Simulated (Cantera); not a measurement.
Input: 1 mol AlCl₃, 4.1 mol N₂O, 75 mol N₂, equilibrated at 1675 K and 1.00 bar.

Method: chemical equilibrium by Gibbs-energy minimisation in Cantera with the NASA 1993 tables (ideal gas, pure condensed phases). Candidate condensed phases: Al, AlCl₃, AlN, Al₂O₃; 24 gas species. Equilibrium is a limit: real reactors are often held back by kinetics, nucleation or transport.

Base state: N₂ 0.957, Cl 0.0166, O₂ 0.0154, Cl₂ 0.00974, NO 0.000785, AlCl₃ 6.82e-5, ClO 4.14e-5 (mole fractions); condensed: Al₂O₃(s).

### Question
What changes in the equilibrium state with this change: temperature from 1675 K to 650 K?

### Answer
```csv
species,before,after
N₂,0.957,0.966
Cl₂,0.00974,0.0183
O₂,0.0154,0.0159
Cl,0.0166,1.76e-8
AlCl₃,6.82e-5,<1e-9
ClO,4.14e-5,<1e-9
NO,0.000785,2.56e-8
"Al₂O₃(s), mol",0.497,0.500
```
Condensed phases not in the tables: AlOCl.
